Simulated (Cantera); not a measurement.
A perfectly stirred reactor is fed with CH4 : N2 = 1 : 1.2 (molar parts), at 1.00 atm; it is held at 1750 K, and followed from long to short residence time.

Cantera simulation using GRI-Mech 3.0 (53 species, 325 reactions); the numbers are that mechanism's predictions, not measurements. GRI-Mech 3.0 stops at C3 and has no aromatics, soot or wall deposition, so with more carbon than oxygen in the feed, carbon stays in small species such as C2H2 where larger ones or solid carbon would form.

x: mole fraction; the columns are a selection and need not sum to one.

| τ (s) | x CH4 | x C2H2 | x H2 | x H | x HCN | x C2H4 | x C2H6 |
|---|---|---|---|---|---|---|---|
| 1.2 | 0.0219 | 0.147 | 0.445 | 0.000149 | 1.82e-6 | 0.00224 | ? |
| 0.35 | 0.0377 | 0.141 | 0.428 | 0.000140 | 8.31e-7 | 0.00218 | ? |
| 0.10 | 0.0692 | 0.130 | 0.396 | 0.000125 | 3.87e-7 | 0.00221 | ? |
| 0.030 | 0.122 | 0.111 | 0.340 | 0.000104 | 1.74e-7 | 0.00273 | ? |
| 0.0086 | 0.205 | 0.0810 | 0.254 | 7.75e-5 | 6.60e-8 | 0.00474 | ? |
| 0.0025 | 0.300 | 0.0442 | 0.152 | 4.94e-5 | 2.02e-8 | 0.00878 | ? |
| 0.00072 | 0.385 | 0.0130 | 0.0627 | 2.38e-5 | 3.87e-9 | 0.0105 | ? |
| 0.00021 | 0.436 | 0.00108 | 0.0138 | 7.23e-6 | 2.98e-10 | 0.00414 | ? |

Problem. Complete the blanks.

Solution. 
- 1.2, x C2H6: 5.45e-6
- 0.35, x C2H6: 1.44e-5
- 0.10, x C2H6: 4.50e-5
- 0.030, x C2H6: 0.000135
- 0.0086, x C2H6: 0.000385
- 0.0025, x C2H6: 0.000901
- 0.00072, x C2H6: 0.00153
- 0.00021, x C2H6: 0.00122
